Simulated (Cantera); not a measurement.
Charge: 1 mol Ti, 1 mol H2O, 1.3 mol H2, at 33.0 mbar.

Equilibrium computed with Cantera from the NASA thermochemical tables; the gas is ideal and each condensed phase is pure. Candidate condensed phases: H2O, Ti, TiO, TiO2, Ti2O3, Ti3O5, Ti4O7; 12 gas species. TiO: taken at fixed stoichiometry. Kinetics and transport are ignored. All values below are at 1823 K.

Base state: H2 0.998, H 0.00238 (mole fractions); condensed: TiO(s).

### Question
What changes in the equilibrium state with this change: 0.44 mol CH4 added?

### Answer
```
species       before    after
-----------  -------  -------
H2             0.998    0.933
CO                 0   0.0646
H            0.00238  0.00230
H2O          2.53e-6  7.54e-5
TiO(s), mol    1.000    0.780
TiC(s), mol        0    0.220
```
Mutual solubility and eutectic melting of coexisting phases are not modelled. TiC, TiO: taken at fixed stoichiometry. Condensed phases not in the tables: solid solutions among these carbides, nitrides and lower oxides. Further candidate phases: C, C6H6, C7H8, C8H18, TiC.
